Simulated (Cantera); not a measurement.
Mixture: CH4 : CO : O2 : N2 = 1 : 0.033 : 1.34 : 8.07 (molar parts), at 760 Torr, adiabatic and at constant pressure. Ignition delay is the time to a rise of 400 K.

Computed with Cantera and GRI-Mech 3.0 (53 species, 325 reactions).

Problem. What does this change do: 0.031 parts H2 added?

Solution. 
```tsv
quantity	before	after
delay at 1175 K	0.133 s	91.1 ms
delay at 1325 K	16.9 ms	13.2 ms
delay at 1475 K	2.75 ms	2.33 ms
delay at 1625 K	0.608 ms	0.550 ms
delay at 1775 K	0.188 ms	0.177 ms
apparent activation energy between 1625 and 1775 K	190 kJ/mol	180 kJ/mol
```
